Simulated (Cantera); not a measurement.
An isothermal, constant-pressure homogeneous reactor starts with CH₄ : N₂ = 1 : 2.5 (molar parts), at 1625 K and 0.0267 bar.

Model: GRI-Mech 3.0 (53 species, 325 reactions), integrated in Cantera. GRI-Mech 3.0 stops at C3 and has no aromatics, soot or wall deposition, so with more carbon than oxygen in the feed, carbon stays in small species such as C2H2 where larger ones or solid carbon would form. Radical loss at walls, strong at low pressure, is not modelled.

One state of this run: x CH₄ = 0.00354; x HCN = 1.14e-6; x C₂H₄ = 8.83e-5; x C₂H = 3.07e-7; x C₂H₂ = 0.110; x H = 0.000240; x CH₂ = 3.62e-8. x: mole fraction; the columns are a selection and need not sum to one.

Question: Which value of t (s) does it belong to?
A. 100
B. 0.0121
C. 7.60
D. 0.000254

Answer: C, 7.60
